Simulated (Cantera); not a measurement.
What does this Cantera script print?

```python
import numpy as np
import cantera as ct

gas_names = """
    B BCL BCL2 BCL3 BH BH2 BH3 BN BO BOCL BO2 B2 B2O B2O2 B2O3 B3O3CL3 B3O3H3 CL CLO CL2 H HBO HBO2 HCL
    HNO HNO2 HNO3 HOCL HO2 H2 H2O H2O2 H3B3O6 N NH NH2 NH3 NH2OH NO NO2 NO3 N2 N2H2 N2H4 N2O O OH O2 O3
""".split()
cond_names = """
    B(b) B(L) BN(s) B2O3(L) B3O3H3(cr) H2O(s) H2O(L) NH4CL(a) NH4CL(b)
""".split()


def load(file, names, dense=False):
    # The tables refer to 1 bar. Condensed volumes are neglected.
    table = {s.name: s for s in ct.Species.list_from_file(file)}
    out = []
    for n in names:
        d = dict(table[n].input_data)
        d["thermo"] = dict(d["thermo"], **{"reference-pressure": 1e5})
        if dense:
            d["equation-of-state"] = {"model": "constant-volume", "density": "1e6 g/cm^3"}
        out.append(ct.Species.from_dict(d))
    return out


gas = ct.Solution(thermo="ideal-gas", species=load("nasa_gas.yaml", gas_names))
cond = {s.name: ct.Solution(thermo="fixed-stoichiometry", species=[s], name=s.name)
        for s in load("nasa_condensed.yaml", cond_names, dense=True)}
atoms = {
    'BCl3': {'B': 1, 'CL': 3},
    'NH3': {'N': 1, 'H': 3},
    'H2': {'H': 2},
    'H2O': {'H': 2, 'O': 1},
}
top_T = {'BN(s)': 3200}  # K; cautious upper limits of use, not melting points


def equilibrate(T, P, feed):
    n = {}
    for name, mol in feed.items():
        for a, k in atoms[name].items():
            n[a] = n.get(a, 0.0) + k * mol
    gas.TPX = T, P, n
    mass = sum(n.values()) * gas.mean_molecular_weight
    gas.equilibrate("TP")
    valid = [c for c in cond.values() if c.min_temp <= T <= top_T.get(c.name, c.max_temp)]
    mix = ct.Mixture([(gas, mass / gas.mean_molecular_weight)] + [(c, 0.0) for c in valid])
    mix.T, mix.P = T, P
    mix.equilibrate("TP", solver="vcs", rtol=1e-11, max_steps=5000)
    return mix


results = []
T = 2025  # K
P = 100000  # Pa
for m in [1.6, 1.9, 2.4, 3, 3.7, 4.5, 5.6, 6.9, 8.5, 11, 13, 16, 20]:
    feed = {'BCl3': 1, 'NH3': 7.8, 'H2': 78, 'H2O': m}  # mol
    mix = equilibrate(T, P, feed)
    results.append((T, P, feed, dict(zip(mix.species_names, mix.species_moles))))
    x = sorted(zip(gas.X, gas.species_names), reverse=True)
    print(f"T = {T:g} K  P = {P:g} Pa  n(H2O) = {m:g} mol  gas = {mix.phase_moles(0):.4g} mol")
    print("   x: " + "  ".join(f"{s} {v:.3e}" for v, s in x if v > 0.0001))
    print("   condensed (mol): " + ("  ".join(f"{mix.phase(i).name} {mix.phase_moles(i):.4g}"
          for i in range(1, mix.n_phases) if mix.phase_moles(i) > 1e-12) or "none"))
```

Output:

```
T = 2025 K  P = 100000 Pa  n(H2O) = 1.6 mol  gas = 97.3 mol
   x: H2 9.148e-01  N2 4.008e-02  HCL 3.060e-02  HBO 5.983e-03  HBO2 3.020e-03  H2O 2.795e-03  H 1.841e-03  B2O3 3.544e-04  BOCL 1.837e-04  BO 1.706e-04  B2O2 1.027e-04
   condensed (mol): none
T = 2025 K  P = 100000 Pa  n(H2O) = 1.9 mol  gas = 97.6 mol
   x: H2 9.131e-01  N2 3.996e-02  HCL 3.054e-02  HBO 4.883e-03  H2O 4.685e-03  HBO2 4.139e-03  H 1.839e-03  B2O3 3.972e-04  BOCL 1.499e-04  BO 1.394e-04
   condensed (mol): none
T = 2025 K  P = 100000 Pa  n(H2O) = 2.4 mol  gas = 98.1 mol
   x: H2 9.098e-01  N2 3.975e-02  HCL 3.042e-02  H2O 8.376e-03  HBO2 5.501e-03  HBO 3.616e-03  H 1.836e-03  B2O3 3.923e-04  BOCL 1.110e-04  BO 1.034e-04
   condensed (mol): none
T = 2025 K  P = 100000 Pa  n(H2O) = 3 mol  gas = 98.7 mol
   x: H2 9.052e-01  N2 3.951e-02  HCL 3.027e-02  H2O 1.336e-02  HBO2 6.548e-03  HBO 2.684e-03  H 1.831e-03  B2O3 3.484e-04
   condensed (mol): none
T = 2025 K  P = 100000 Pa  n(H2O) = 3.7 mol  gas = 99.4 mol
   x: H2 8.995e-01  N2 3.924e-02  HCL 3.007e-02  H2O 1.957e-02  HBO2 7.294e-03  HBO 2.029e-03  H 1.825e-03  B2O3 2.953e-04
   condensed (mol): none
T = 2025 K  P = 100000 Pa  n(H2O) = 4.5 mol  gas = 100.2 mol
   x: H2 8.928e-01  N2 3.892e-02  HCL 2.985e-02  H2O 2.687e-02  HBO2 7.808e-03  H 1.818e-03  HBO 1.570e-03  B2O3 2.464e-04
   condensed (mol): none
T = 2025 K  P = 100000 Pa  n(H2O) = 5.6 mol  gas = 101.3 mol
   x: H2 8.834e-01  N2 3.850e-02  H2O 3.700e-02  HCL 2.953e-02  HBO2 8.209e-03  H 1.809e-03  HBO 1.186e-03  B2O3 1.978e-04
   condensed (mol): none
T = 2025 K  P = 100000 Pa  n(H2O) = 6.9 mol  gas = 102.6 mol
   x: H2 8.725e-01  H2O 4.888e-02  N2 3.801e-02  HCL 2.917e-02  HBO2 8.454e-03  H 1.798e-03  HBO 9.133e-04  B2O3 1.588e-04
   condensed (mol): none
T = 2025 K  P = 100000 Pa  n(H2O) = 8.5 mol  gas = 104.2 mol
   x: H2 8.593e-01  H2O 6.325e-02  N2 3.743e-02  HCL 2.873e-02  HBO2 8.590e-03  H 1.784e-03  HBO 7.063e-04  B2O3 1.267e-04
   condensed (mol): none
T = 2025 K  P = 100000 Pa  n(H2O) = 11 mol  gas = 106.7 mol
   x: H2 8.393e-01  H2O 8.498e-02  N2 3.655e-02  HCL 2.806e-02  HBO2 8.631e-03  H 1.763e-03  HBO 5.159e-04
   condensed (mol): none
T = 2025 K  P = 100000 Pa  n(H2O) = 13 mol  gas = 108.7 mol
   x: H2 8.239e-01  H2O 1.017e-01  N2 3.588e-02  HCL 2.754e-02  HBO2 8.592e-03  H 1.747e-03  HBO 4.213e-04
   condensed (mol): none
T = 2025 K  P = 100000 Pa  n(H2O) = 16 mol  gas = 111.7 mol
   x: H2 8.019e-01  H2O 1.257e-01  N2 3.491e-02  HCL 2.680e-02  HBO2 8.478e-03  H 1.723e-03  HBO 3.273e-04
   condensed (mol): none
T = 2025 K  P = 100000 Pa  n(H2O) = 20 mol  gas = 115.7 mol
   x: H2 7.742e-01  H2O 1.558e-01  N2 3.371e-02  HCL 2.588e-02  HBO2 8.280e-03  H 1.693e-03  HBO 2.490e-04
   condensed (mol): none
```

Cantera equilibrium calculation (NASA polynomials, part measured and part estimated; ideal gas, pure solids and liquids). The tables' values for BOCl are old estimates; treat these amounts as uncertain.
